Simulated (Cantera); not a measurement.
A closed system holds: 1 mol Fe₂O₃, 13 mol CO, held at 14.0 Pa.

Equilibrium computed with Cantera from the NASA thermochemical tables; the gas is ideal and each condensed phase is pure. Candidate condensed phases: C, Fe, Fe(CO)₅, FeO, Fe₂O₃, Fe₃O₄; 15 gas species. Mutual solubility and eutectic melting of coexisting phases are not modelled. The tables' stoichiometric FeO is somewhat more stable than real wüstite, so its field is too wide. FeO: taken at fixed stoichiometry. Rates play no part.

Problem. At 1325 °C, list the 4 most abundant gas species with their mole fractions, and the condensed phases.

Solution. CO 0.861, CO₂ 0.131, Fe 0.00755, FeO 2.04e-5. Condensed: Fe(γ) + FeO(s).
